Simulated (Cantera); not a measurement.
**NO annealing gas**

An isothermal, constant-pressure homogeneous reactor starts with 26.3 % NO, 73.7 % N2, at 1825 K and 36.0 Torr.

Model: GRI-Mech 3.0 (53 species, 325 reactions), integrated in Cantera. Radical loss at walls, strong at low pressure, is not modelled.

```tsv
t (s)	x NO	x O	x N2O	x NO2	x N2	x O2
0.000800	0.263	7.57e-7	7.57e-7	2.05e-8	0.737	2.32e-9
0.00233	0.263	2.16e-6	2.15e-6	1.58e-7	0.737	1.97e-8
0.00679	0.263	6.13e-6	5.83e-6	1.04e-6	0.737	1.77e-7
0.0198	0.263	1.77e-5	1.39e-5	4.94e-6	0.737	2.05e-6
0.0577	0.263	4.03e-5	2.40e-5	1.25e-5	0.737	2.67e-5
0.168	0.263	4.80e-5	2.73e-5	1.49e-5	0.737	0.000162
0.490	0.262	5.04e-5	2.71e-5	1.59e-5	0.737	0.000580
1.43	0.259	5.65e-5	2.64e-5	1.84e-5	0.739	0.00181
4.16	0.252	7.15e-5	2.46e-5	2.42e-5	0.742	0.00550
12.1	0.230	0.000103	1.98e-5	3.43e-5	0.753	0.0165
35.3	0.171	0.000158	1.04e-5	4.15e-5	0.783	0.0460
103	0.0695	0.000222	1.65e-6	2.45e-5	0.834	0.0967
300	0.0111	0.000251	8.36e-8	4.46e-6	0.863	0.126
```
x: mole fraction; the columns are a selection and need not sum to one.

Equilibrium at this temperature and pressure: NO 0.00374, O 0.000254, N2O 4.92e-8, NO2 1.53e-6, N2 0.866, O2 0.130 (gas phase only).
